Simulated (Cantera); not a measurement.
An adiabatic, constant-volume homogeneous reactor starts with CH₄ : O₂ : N₂ = 1 : 3.92 : 14.7 (molar parts), equivalence ratio 0.51, at 1475 K and 3.26 atm. Integrator tolerance rtol = 1e-08.

Model: GRI-Mech 3.0 (53 species, 325 reactions), integrated in Cantera.

### Question
What does this change do: O2 3.92 to 2 parts?

### Answer
```tsv
quantity	before	after
time of steepest temperature rise	0.442 ms	1.08 ms
temperature at 4.00 s	2624 K	2675 K
equilibrium temperature	2624 K	2675 K
x(CH₄) at 4.00 s	<1e-12 (gas-phase equilibrium <1e-12)	<1e-12 (gas-phase equilibrium <1e-12)
x(O₂) at 4.00 s	0.0871 (gas-phase equilibrium 0.0871)	0.00695 (gas-phase equilibrium 0.00695)
x(CH₂CO) at 4.00 s	<1e-12 (gas-phase equilibrium <1e-12)	<1e-12 (gas-phase equilibrium <1e-12)
x(CH₃) at 4.00 s	<1e-12 (gas-phase equilibrium <1e-12)	<1e-12 (gas-phase equilibrium <1e-12)
x(O) at 4.00 s	0.00316 (gas-phase equilibrium 0.00316)	0.00110 (gas-phase equilibrium 0.00110)
x(CO₂) at 4.00 s	0.0461 (gas-phase equilibrium 0.0461)	0.0390 (gas-phase equilibrium 0.0390)
```

### Question
What does this change do: constant pressure in place of constant volume?

### Answer
```tsv
quantity	before	after
time of steepest temperature rise	0.442 ms	0.462 ms
temperature at 4.00 s	2624 K	2437 K
equilibrium temperature	2624 K	2437 K
x(CH₄) at 4.00 s	<1e-12 (gas-phase equilibrium <1e-12)	<1e-12 (gas-phase equilibrium <1e-12)
x(O₂) at 4.00 s	0.0871 (gas-phase equilibrium 0.0871)	0.0899 (gas-phase equilibrium 0.0899)
x(CH₂CO) at 4.00 s	<1e-12 (gas-phase equilibrium <1e-12)	<1e-12 (gas-phase equilibrium <1e-12)
x(CH₃) at 4.00 s	<1e-12 (gas-phase equilibrium <1e-12)	<1e-12 (gas-phase equilibrium <1e-12)
x(O) at 4.00 s	0.00316 (gas-phase equilibrium 0.00316)	0.00175 (gas-phase equilibrium 0.00175)
x(CO₂) at 4.00 s	0.0461 (gas-phase equilibrium 0.0461)	0.0484 (gas-phase equilibrium 0.0484)
```
